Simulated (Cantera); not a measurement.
## Ignition delay

Mixture: CH3OH : O2 : N2 = 0.34 : 2 : 7.52 (molar parts), at 540000 Pa, adiabatic and at constant volume. Ignition delay is the time to a rise of 400 K.

Detailed kinetics in Cantera: GRI-Mech 3.0 (53 species, 325 reactions). GRI-Mech 3.0 was tuned for natural gas; its chemistry of methanol as a main component is partial and can be far from experiment.

| T0 (K) | delay (ms) |
|---|---|
| 1100 | 19.3 |
| 1150 | 7.34 |
| 1200 | 3.05 |
| 1250 | 1.38 |
| 1300 | 0.673 |
| 1350 | 0.354 |
| 1400 | 0.199 |
| 1450 | 0.118 |
| 1500 | 0.0744 |

| Quantity | Result |
|---|---|
| apparent activation energy between 1400 and 1500 K | 170 kJ/mol |
